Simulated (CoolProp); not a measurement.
Vapour-liquid equilibrium of ethanol (1) + cyclohexane (2) at 421.4 K; x and y are mole fractions of (1).

Model: multi-fluid Helmholtz-energy mixture model, Schroeder 2014 and Zhou 2014; pair parameters Bell 2016, in CoolProp.

Give the bubble pressure and the first vapour's composition at x = 0.25, 0.65, 0.75. Is there an azeotrope?

x = 0.25: 9.230 bar, y = 0.486; x = 0.65: 10.44 bar, y = 0.668; x = 0.75: 10.42 bar, y = 0.725. y crosses x between x = 0.65 and 0.75: the model has an azeotrope there.

The pair parameters rest on a limited set of measurements; away from them the model extrapolates.
